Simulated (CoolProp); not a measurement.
Vapour-liquid equilibrium of carbon dioxide (1) + 1-butene (2) at 525 kPa; x and y are mole fractions of (1).

Values from CoolProp's multi-fluid Helmholtz-energy mixture model, Span 1996 and Lemmon 2005; pair parameters Bell 2016.

```
x     bubble temperature (K)  y at the bubble point  dew temperature at overall composition x (K)  liquid density (mol/L)
----  ----------------------  ---------------------  --------------------------------------------  ----------------------
0.05                   293.3                  0.508                                         316.2                   10.88
0.2                    251.6                  0.906                                         309.6                   12.90
0.35                   235.6                  0.962                                         302.3                   14.66
0.5                    228.2                  0.978                                         293.7                   16.54
0.65                   224.2                  0.985                                         283.1                   18.75
0.8                    221.2                  0.991                                         268.3                   21.51
0.95                   218.1                  0.997                                         240.0                   25.21
```

No azeotrope shows between x = 0.05 and 0.95.

The pair parameters rest on a limited set of measurements; away from them the model extrapolates. The gap from Raoult's law changes sign with composition, which may be real or a fault of the pair parameters; it wasn't checked against measurements.
